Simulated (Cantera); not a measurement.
## Catalytic combustion on Pt

An isothermal plug-flow reactor at 1100 K and 3750 Torr (inlet), inlet velocity 0.07 m/s, active area per volume 160 1/m; feed CH₄ : O₂ : N₂ = 0.026 : 0.011 : 0.79 (molar parts).

Model: Deutschmann's 1995 Pt surface mechanism with GRI-Mech 3.0 gas chemistry, integrated in Cantera. Catalytic surfaces can have several steady states; this one follows from the mechanism file's or the stated starting coverage. Mass transfer to the wall is taken as infinitely fast.

```json
[
 {"z (m)": "5.4e-05", "x CH₄": "0.0281", "x O₂": "0.00908", "x H₂O": "0.00507", "x CO₂": "4.17e-6", "x CO": "0.00329", "θ free Pt": "0.469", "θ H*": "0.00347", "θ CO*": "0.0550", "θ C*": "0.473"},
 {"z (m)": "0.00012", "x CH₄": "0.0265", "x O₂": "0.00730", "x H₂O": "0.00707", "x CO₂": "5.62e-6", "x CO": "0.00483", "θ free Pt": "0.351", "θ H*": "0.00367", "θ CO*": "0.0444", "θ C*": "0.601"},
 {"z (m)": "0.00025", "x CH₄": "0.0250", "x O₂": "0.00579", "x H₂O": "0.00865", "x CO₂": "6.45e-6", "x CO": "0.00623", "θ free Pt": "0.253", "θ H*": "0.00365", "θ CO*": "0.0295", "θ C*": "0.714"},
 {"z (m)": "0.00054", "x CH₄": "0.0237", "x O₂": "0.00450", "x H₂O": "0.00990", "x CO₂": "7.09e-6", "x CO": "0.00752", "θ free Pt": "0.172", "θ H*": "0.00344", "θ CO*": "0.0164", "θ C*": "0.808"},
 {"z (m)": "0.0012", "x CH₄": "0.0226", "x O₂": "0.00349", "x H₂O": "0.0108", "x CO₂": "8.63e-6", "x CO": "0.00862", "θ free Pt": "0.113", "θ H*": "0.00309", "θ CO*": "0.00808", "θ C*": "0.876"},
 {"z (m)": "0.0025", "x CH₄": "0.0217", "x O₂": "0.00278", "x H₂O": "0.0114", "x CO₂": "1.23e-5", "x CO": "0.00943", "θ free Pt": "0.0765", "θ H*": "0.00273", "θ CO*": "0.00402", "θ C*": "0.917"},
 {"z (m)": "0.0054", "x CH₄": "0.0210", "x O₂": "0.00222", "x H₂O": "0.0118", "x CO₂": "2.09e-5", "x CO": "0.0101", "θ free Pt": "0.0504", "θ H*": "0.00235", "θ CO*": "0.00187", "θ C*": "0.945"}
]
```
x: gas mole fraction; θ: surface coverage.
